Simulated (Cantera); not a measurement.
N2O furnace oxynitridation

An isothermal, constant-pressure homogeneous reactor starts with N2O = 1.9 (molar parts), at 1123 K and 1.00 atm.

Detailed kinetics in Cantera: GRI-Mech 3.0 (53 species, 325 reactions). GRI-Mech 3.0 was tuned for natural gas; its chemistry of N2O as a main component is partial and can be far from experiment. The mechanism lacks the step 2 NO + O2 → 2 NO2, which can matter for NO2 below about 1400 K. The temperature is held fixed by assumption; the heat of reaction is taken as removed at once.

```json
[
 {"t (s)": "0.000300", "x N2O": "1.000", "x O2": "1.66e-5", "x NO": "2.73e-6", "x N2": "3.51e-5", "x O": "4.75e-7"},
 {"t (s)": "0.000884", "x N2O": "1.000", "x O2": "4.98e-5", "x NO": "8.18e-6", "x N2": "0.000104", "x O": "4.75e-7"},
 {"t (s)": "0.00260", "x N2O": "1.000", "x O2": "0.000147", "x NO": "2.42e-5", "x N2": "0.000308", "x O": "4.75e-7"},
 {"t (s)": "0.00766", "x N2O": "0.999", "x O2": "0.000435", "x NO": "7.14e-5", "x N2": "0.000906", "x O": "4.75e-7"},
 {"t (s)": "0.0226", "x N2O": "0.996", "x O2": "0.00128", "x NO": "0.000210", "x N2": "0.00266", "x O": "4.75e-7"},
 {"t (s)": "0.0665", "x N2O": "0.988", "x O2": "0.00374", "x NO": "0.000611", "x N2": "0.00780", "x O": "4.73e-7"},
 {"t (s)": "0.196", "x N2O": "0.965", "x O2": "0.0108", "x NO": "0.00176", "x N2": "0.0226", "x O": "4.68e-7"},
 {"t (s)": "0.576", "x N2O": "0.902", "x O2": "0.0303", "x NO": "0.00486", "x N2": "0.0631", "x O": "4.53e-7"},
 {"t (s)": "1.70", "x N2O": "0.749", "x O2": "0.0775", "x NO": "0.0121", "x N2": "0.161", "x O": "4.12e-7"},
 {"t (s)": "5.00", "x N2O": "0.470", "x O2": "0.164", "x NO": "0.0241", "x N2": "0.341", "x O": "3.19e-7"}
]
```
x: mole fraction; the columns are a selection and need not sum to one.

Equilibrium at this temperature and pressure: N2O 8.31e-9, O2 0.333, NO 0.000122, N2 0.667, O 2.54e-9 (gas phase only).
